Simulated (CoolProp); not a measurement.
Normal hydrogen at 298.15 K and 0.776 MPa flows at 1.1 m/s in a round tube of 2 mm bore and 1.5 µm roughness, fully developed (64/Re and Nu = 3.66 if laminar; Colebrook and Gnielinski if turbulent). Each further row changes one setting.

Model: reference Helmholtz-energy equation of state, Leachman 2009, in CoolProp.

```tsv
case	Reynolds number	Darcy friction factor	pressure drop (Pa/m)	heat-transfer coefficient (W/(m² K))	mass flow (kg/h)
as stated	___	___	78.4	342	___
velocity 2.2 m/s	310	0.206	157	342	___
diameter 4 mm	310	0.206	19.6	171	___
```

Task: Fill in the missing entries.

Result: 
- as stated, Reynolds number: 155
- as stated, Darcy friction factor: 0.412
- as stated, mass flow (kg/h): 0.00781
- velocity 2.2 m/s, mass flow (kg/h): 0.0156
- diameter 4 mm, mass flow (kg/h): 0.0313

Viscosity comes from a separate model (Muzny 2013). Thermal conductivity comes from a separate model (Assael 2011).
